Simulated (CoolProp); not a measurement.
R141b at 312.77 K and 0.295 MPa flows at 0.29 m/s in a round tube of 50 mm bore and 0.25 µm roughness, fully developed (64/Re and Nu = 3.66 if laminar; Colebrook and Gnielinski if turbulent). Each further row changes one setting.

Model: reference Helmholtz-energy equation of state, Lemmon 2006, in CoolProp. It is a short technical equation, of lower accuracy than the large ones.

| case | Reynolds number | Darcy friction factor | pressure drop (Pa/m) | heat-transfer coefficient (W/(m² K)) | mass flow (kg/h) |
|---|---|---|---|---|---|
| as stated | 50300 | 0.0209 | 21.2 | 484 | 2470 |
| velocity 0.58 m/s | 101000 | 0.0180 | 73.0 | 876 | 4940 |
| diameter 100 mm | 101000 | 0.0180 | 9.11 | 438 | 9880 |

Viscosity comes from a separate model (Huber 2003), an estimate that may be off by 10 % or more. Thermal conductivity comes from a separate model (Huber 2003), an estimate that may be off by 10 % or more.
